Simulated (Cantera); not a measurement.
# Equilibrium for silicon carbide growth: SiHCl₃ + C₃H₈ + H₂

Charge: 1 mol SiHCl₃, 0.08 mol C₃H₈, 1.6 mol H₂, at 975 K and 338 Torr.

Method: chemical equilibrium by Gibbs-energy minimisation in Cantera with the NASA 1993 tables (ideal gas, pure condensed phases). Candidate condensed phases: C, C₆H₆, C₇H₈, C₈H₁₈, Si, SiC; 109 gas species. The tables' values for SiCl₃ are old estimates; treat these amounts as uncertain. Kinetics and transport are ignored.

```json
{
  "x(H₂)": "0.735",
  "x(SiCl₄)": "0.204",
  "x(SiHCl₃)": "0.0353",
  "x(HCl)": "0.0243",
  "x(SiCl₃)": "0.000768",
  "x(SiH₂Cl₂)": "0.000640",
  "x(CH₄)": "0.000150",
  "x(SiCl₂)": "8.19e-5",
  "x(SiH₃Cl)": "2.93e-6",
  "n(SiC(s))": "0.240 mol",
  "gas_amount": "3.161 mol",
  "log10 activity of Si(s) (absent)": "-1.20",
  "log10 activity of C(graphite) (absent)": "-2.31"
}
```
